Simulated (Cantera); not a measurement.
Transport properties of process gases

Gas mixture: 100 % CO2, at 0.180 bar, frozen composition.

Cantera's kinetic-theory transport with the Lennard-Jones parameters of GRI-Mech 3.0, ideal gas; thermal conductivity in the mixture-averaged form.

| T (K) | ρ (kg/m³) | cp (J/kg/K) | μ (µPa s) | λ (mW/m/K) | Pr | D (cm²/s) H2 | D (cm²/s) NO | D (cm²/s) C2H2 |
|---|---|---|---|---|---|---|---|---|
| 400 | 0.238 | 937.9 | 19.8 | 25.3 | 0.731 | 6.16 | 1.47 | 1.19 |
| 500 | 0.191 | 1014 | 24.0 | 33.3 | 0.731 | 9.02 | 2.18 | 1.80 |
| 600 | 0.159 | 1076 | 27.9 | 41.0 | 0.731 | 12.3 | 3.00 | 2.50 |
| 700 | 0.136 | 1127 | 31.5 | 48.5 | 0.731 | 15.9 | 3.91 | 3.29 |
| 800 | 0.119 | 1169 | 34.8 | 55.7 | 0.731 | 19.9 | 4.92 | 4.16 |
| 900 | 0.106 | 1204 | 38.0 | 62.6 | 0.731 | 24.3 | 6.00 | 5.10 |
D: mixture-averaged diffusion coefficient of that species in the mixture.
